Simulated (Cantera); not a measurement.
Charge: 1 mol TEOS, 1.5 mol O2, held at 36.8 Torr.

These are equilibrium values from Cantera (NASA tables, ideal gas, pure condensed phases), not measurements of a reactor. Candidate condensed phases: C, C6H6, C7H8, C8H18, H2O, Si, SiC, SiO2; 123 gas species. The feed counts by its element totals alone. Equilibrium is a limit: real reactors are often held back by kinetics, nucleation or transport.

**Question.** At 1800 °C, list the 7 most abundant gas species with their mole fractions, and the condensed phases.

**Answer.** H2 0.580, CO 0.405, H 0.00905, SiO 0.00444, C2H2 (acetylene) 0.000711, Si 0.000145, SiH 1.40e-5. Condensed: C(graphite) + SiC(s).
